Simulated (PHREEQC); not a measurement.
# Polishing slurry liquid with buffer (model solution)

Solution A (0.051 mol/kgw K2CO3 and 0.003 mol/kgw K2SO4) is mixed with solution B (14 mmol/kgw KHCO3 and 3.8 mmol/kgw Na2CO3) at 20 °C; shares are by mass of water, 1 kg in all. Oxygen alone is held at its pressure in air (log pO2 = -0.68). No CO2 enters from the air. Precipitation was switched off in this run.

All values are PHREEQC results (ion-association model, phreeqc.dat), not measurements.

```csv
share of solution B,pH,SO4-2 (mol/kgw),HCO3- (mol/kgw),KSO4- (mol/kgw),NaCO3- (mol/kgw)
0,11.37,0.00247,0.00219,0.000526,0
0.05,11.29,0.00236,0.00253,0.000488,7.10e-5
0.1,11.21,0.00225,0.00292,0.000451,0.000138
0.2,11.06,0.00202,0.00385,0.000379,0.000260
0.25,10.98,0.00190,0.00438,0.000345,0.000315
0.3,10.91,0.00178,0.00494,0.000312,0.000364
0.4,10.77,0.00154,0.00612,0.000249,0.000446
0.45,10.70,0.00142,0.00674,0.000219,0.000477
0.5,10.63,0.00130,0.00737,0.000191,0.000502
0.55,10.56,0.00118,0.00801,0.000164,0.000520
0.6,10.49,0.00105,0.00866,0.000138,0.000531
0.7,10.35,0.000801,0.00997,9.12e-5,0.000525
0.75,10.27,0.000672,0.0106,7.04e-5,0.000508
0.8,10.18,0.000542,0.0113,5.15e-5,0.000479
0.9,9.96,0.000275,0.0126,2.04e-5,0.000381
0.95,9.81,0.000139,0.0133,8.66e-6,0.000307
1,9.59,0,0.0140,0,0.000213
```
